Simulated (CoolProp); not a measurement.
Vapour-liquid equilibrium of ethanol (1) + benzene (2) at 431.2 K; x and y are mole fractions of (1).

Computed with CoolProp (multi-fluid Helmholtz-energy mixture model, Schroeder 2014 and Thol 2012; pair parameters Bell 2016).

```json
[
 {"x": "0.05", "bubble pressure (MPa)": "0.8160", "y at the bubble point": "0.179", "dew pressure at overall composition x (MPa)": "0.7170", "liquid density (mol/L)": "9.286"},
 {"x": "0.15", "bubble pressure (MPa)": "0.9976", "y at the bubble point": "0.362", "dew pressure at overall composition x (MPa)": "0.7921", "liquid density (mol/L)": "9.484"},
 {"x": "0.25", "bubble pressure (MPa)": "1.105", "y at the bubble point": "0.457", "dew pressure at overall composition x (MPa)": "0.8807", "liquid density (mol/L)": "9.726"},
 {"x": "0.35", "bubble pressure (MPa)": "1.171", "y at the bubble point": "0.518", "dew pressure at overall composition x (MPa)": "0.9839", "liquid density (mol/L)": "10.02"},
 {"x": "0.45", "bubble pressure (MPa)": "1.213", "y at the bubble point": "0.568", "dew pressure at overall composition x (MPa)": "1.097", "liquid density (mol/L)": "10.39"},
 {"x": "0.55", "bubble pressure (MPa)": "1.241", "y at the bubble point": "0.617", "dew pressure at overall composition x (MPa)": "1.199", "liquid density (mol/L)": "10.82"},
 {"x": "0.65", "bubble pressure (MPa)": "1.257", "y at the bubble point": "0.673", "dew pressure at overall composition x (MPa)": "1.253", "liquid density (mol/L)": "11.34"},
 {"x": "0.75", "bubble pressure (MPa)": "1.260", "y at the bubble point": "0.742", "dew pressure at overall composition x (MPa)": "1.259", "liquid density (mol/L)": "11.94"},
 {"x": "0.85", "bubble pressure (MPa)": "1.247", "y at the bubble point": "0.830", "dew pressure at overall composition x (MPa)": "1.242", "liquid density (mol/L)": "12.62"},
 {"x": "0.95", "bubble pressure (MPa)": "1.218", "y at the bubble point": "0.939", "dew pressure at overall composition x (MPa)": "1.215", "liquid density (mol/L)": "13.40"}
]
```

y crosses x between x = 0.65 and 0.75: the model has an azeotrope there.

Pair parameters are fitted to limited data, so mixtures are less certain than the pure fluids.
